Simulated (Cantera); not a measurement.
A perfectly stirred reactor is fed with H2 : O2 = 0.14 : 1 (molar parts), at 0.0263 atm; it is held at 1125 K, and followed from long to short residence time.

Cantera simulation using GRI-Mech 3.0 (53 species, 325 reactions); the numbers are that mechanism's predictions, not measurements. Radical loss at walls, strong at low pressure, is not modelled. The temperature is held fixed by assumption; the heat of reaction is taken as removed at once.

Problem. What does this change do: pressure from 0.0263 atm to 0.0132 atm?

Solution. 
```csv
quantity,before,after
x(H2) at τ = 10.0 s,7.77e-5,0.000114
x(O2) at τ = 10.0 s,0.869,0.868
x(O) at τ = 10.0 s,0.000213,0.000537
x(HO2) at τ = 10.0 s,1.84e-6,1.76e-6
x(H) at τ = 10.0 s,9.04e-6,3.62e-5
x(H2) at τ = 26.0 ms,0.00286,0.00409
x(O2) at τ = 26.0 ms,0.858,0.844
x(O) at τ = 26.0 ms,0.00931,0.0203
x(HO2) at τ = 26.0 ms,1.39e-5,8.00e-6
x(H) at τ = 26.0 ms,0.00311,0.0101
```
